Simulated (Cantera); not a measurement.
**Hydrocarbon pyrolysis for carbon deposition**

An isothermal, constant-pressure homogeneous reactor starts with C2H6 : N2 = 1 : 33 (molar parts), at 1250 K and 0.345 atm.

Detailed kinetics in Cantera: GRI-Mech 3.0 (53 species, 325 reactions). GRI-Mech 3.0 stops at C3 and has no aromatics, soot or wall deposition, so with more carbon than oxygen in the feed, carbon stays in small species such as C2H2 where larger ones or solid carbon would form.

```json
[
 {"t (s)": "0.000300", "x C2H6": "0.0293", "x CH3": "3.08e-5", "x C2H4": "5.95e-5", "x CH2": "1.39e-9", "x C2H": "<1e-12", "x H": "1.21e-6"},
 {"t (s)": "0.000693", "x C2H6": "0.0289", "x CH3": "5.26e-5", "x C2H4": "0.000416", "x CH2": "4.99e-9", "x C2H": "<1e-12", "x H": "2.73e-6"},
 {"t (s)": "0.00160", "x C2H6": "0.0276", "x CH3": "6.58e-5", "x C2H4": "0.00163", "x CH2": "7.70e-9", "x C2H": "5.31e-12", "x H": "3.43e-6"},
 {"t (s)": "0.00370", "x C2H6": "0.0244", "x CH3": "6.28e-5", "x C2H4": "0.00444", "x CH2": "7.50e-9", "x C2H": "1.71e-11", "x H": "3.73e-6"},
 {"t (s)": "0.00854", "x C2H6": "0.0179", "x CH3": "5.34e-5", "x C2H4": "0.00996", "x CH2": "6.43e-9", "x C2H": "5.00e-11", "x H": "4.29e-6"},
 {"t (s)": "0.0197", "x C2H6": "0.00798", "x CH3": "3.45e-5", "x C2H4": "0.0174", "x CH2": "3.98e-9", "x C2H": "1.44e-10", "x H": "5.09e-6"},
 {"t (s)": "0.0456", "x C2H6": "0.00134", "x CH3": "1.24e-5", "x C2H4": "0.0192", "x CH2": "8.96e-10", "x C2H": "2.32e-10", "x H": "3.94e-6"},
 {"t (s)": "0.105", "x C2H6": "0.000159", "x CH3": "4.01e-6", "x C2H4": "0.0161", "x CH2": "1.09e-10", "x C2H": "1.43e-10", "x H": "1.67e-6"},
 {"t (s)": "0.243", "x C2H6": "2.82e-5", "x CH3": "1.67e-6", "x C2H4": "0.0130", "x CH2": "1.91e-11", "x C2H": "7.82e-11", "x H": "7.61e-7"},
 {"t (s)": "0.562", "x C2H6": "1.13e-5", "x CH3": "1.05e-6", "x C2H4": "0.0100", "x CH2": "7.53e-12", "x C2H": "5.97e-11", "x H": "5.11e-7"},
 {"t (s)": "1.30", "x C2H6": "7.25e-6", "x CH3": "8.67e-7", "x C2H4": "0.00651", "x CH2": "5.05e-12", "x C2H": "5.88e-11", "x H": "4.50e-7"},
 {"t (s)": "3.00", "x C2H6": "4.03e-6", "x CH3": "6.82e-7", "x C2H4": "0.00355", "x CH2": "3.08e-12", "x C2H": "5.24e-11", "x H": "3.72e-7"}
]
```
x: mole fraction; the columns are a selection and need not sum to one.

Equilibrium at this temperature and pressure: C2H6 9.71e-7, CH3 4.88e-7, C2H4 0.000714, CH2 1.05e-12, C2H 8.87e-12, H 1.75e-7 (gas phase only).
